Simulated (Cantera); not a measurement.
A freely propagating, adiabatic, planar premixed flame of CH4 : CO : O2 : N2 = 1 : 0.11 : 2.39 : 8.98 (molar parts), unburnt at 473 K and 760 Torr; mixture-averaged transport, grid criteria slope 0.08 and curve 0.16, no radiation.

Computed with Cantera and GRI-Mech 3.0 (53 species, 325 reactions). Burning velocities carry a grid error of a few per cent, more on coarse grids.

Question: How do the results move with these cheaper or finer settings: unity-Lewis-number transport; multicomponent transport; multicomponent+Soret transport; grid criteria slope 0.5, curve 1; grid criteria slope 0.25, curve 0.5; grid criteria slope 0.03, curve 0.06?

Answer: 
```tsv
setting	laminar burning velocity	thermal thickness	peak x(CH2CO)	peak x(H)	grid points
as above	74.7 cm/s	0.389 mm	7.34e-5	0.00542	144
unity-Lewis-number transport	60.0 cm/s	0.413 mm	5.06e-5	0.00676	132
multicomponent transport	75.0 cm/s	0.394 mm	7.50e-5	0.00545	145
multicomponent+Soret transport	73.7 cm/s	0.395 mm	7.28e-5	0.00538	145
grid criteria slope 0.5, curve 1	81.6 cm/s	0.423 mm	7.25e-5	0.00570	41
grid criteria slope 0.25, curve 0.5	77.7 cm/s	0.403 mm	7.30e-5	0.00556	60
grid criteria slope 0.03, curve 0.06	73.5 cm/s	0.386 mm	7.39e-5	0.00535	342
```
The base run took roughly 15 core-seconds.
Unity Lewis numbers drop preferential diffusion, which matters most where H2 and H carry the flame; Soret adds thermal diffusion.
